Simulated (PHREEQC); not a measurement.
H2SO4 is added in steps, without added water, to 1 kg of water holding 0.14 mol/kgw NaHSO4, 0.22 mol/kgw NH3 and 0.029 mol/kgw NaCl, at 25 °C. Oxygen alone is held at its pressure in air (log pO2 = -0.68). The system is closed to CO2. No solid was allowed to form.

Base run: PHREEQC, ion-association model, wateq4f.dat. Each further column changes one thing. The table gives HSO4- (mol/kgw).

| H2SO4 added (mol) | base | NaCl from 0.029 to 0.0319 mol/kgw | temperature from 25 to 5 °C | diluted 2-fold with water | solids may form |
|---|---|---|---|---|---|
| 0 | 1.73e-9 | 1.72e-9 | 2.62e-10 | 1.28e-9 | 1.73e-9 |
| 0.004687 | 2.11e-9 | 2.10e-9 | 3.20e-10 | 1.95e-9 | 2.11e-9 |
| 0.007812 | 2.43e-9 | 2.42e-9 | 3.68e-10 | 2.69e-9 | 2.43e-9 |
| 0.0125 | 3.04e-9 | 3.04e-9 | 4.62e-10 | 4.96e-9 | 3.04e-9 |
| 0.01719 | 3.92e-9 | 3.91e-9 | 5.94e-10 | 1.49e-8 | 3.92e-9 |
| 0.02031 | 4.73e-9 | 4.72e-9 | 7.18e-10 | 0.000407 | 4.73e-9 |
| 0.025 | 6.59e-9 | 6.58e-9 | 1.00e-9 | 0.00647 | 6.59e-9 |
| 0.02969 | 1.02e-8 | 1.01e-8 | 1.54e-9 | 0.0124 | 1.02e-8 |
| 0.03281 | 1.51e-8 | 1.51e-8 | 2.29e-9 | 0.0164 | 1.51e-8 |
| 0.0375 | 4.58e-8 | 4.57e-8 | 6.94e-9 | 0.0222 | 4.58e-8 |
| 0.04219 | 0.00316 | 0.00316 | 0.00282 | 0.0280 | 0.00316 |
| 0.04531 | 0.00766 | 0.00765 | 0.00683 | 0.0319 | 0.00766 |
| 0.05 | 0.0144 | 0.0143 | 0.0128 | 0.0375 | 0.0144 |

 Away from 25 °C the constants follow the database's enthalpies or fits; those with neither stay at their 25 °C values. Solids allowed in the column 'solids may form': Halite, Mirabilite.
